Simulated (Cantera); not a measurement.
Feed: 1 mol SiH₂Cl₂, 0.34 mol N₂, equilibrated at 1650 K and 7.10e-5 bar.

These are equilibrium values from Cantera (NASA tables, ideal gas, pure condensed phases), not measurements of a reactor. Candidate condensed phases: NH₄Cl, Si, Si₃N₄; 28 gas species. The tables' values for SiCl, SiCl₃ are old estimates; treat these amounts as uncertain. Kinetics and transport are ignored.

Base state: H₂ 0.332, SiCl₂ 0.332, HCl 0.176, N₂ 0.144, H 0.00622, Si 0.00377, Cl 0.00258, SiCl 0.00222 (mole fractions); condensed: Si(s).

Task: What changes in the equilibrium state with this change: temperature from 1650 K to 1325 K?

Result: 
| species | before | after |
|---|---|---|
| H₂ | 0.332 | 0.325 |
| HCl | 0.176 | 0.303 |
| SiCl₂ | 0.332 | 0.301 |
| N₂ | 0.144 | 0.0552 |
| SiCl₃ | 0.000888 | 0.0121 |
| Si₂ | 1.27e-5 | <1e-9 |
| Si₂N | 1.53e-5 | 1.40e-9 |
| Si | 0.00377 | 5.17e-7 |
| SiH | 3.35e-5 | 1.80e-8 |
| Si(s), mol | 0.200 | 0 |
| Si₃N₄(s), mol | 0 | 0.112 |
N₂ is the only nitrogen source here; it is nearly inert below about 1500 K, so the nitride shown seldom forms there in practice. The tables' values for SiCl₃ are old estimates; treat these amounts as uncertain.
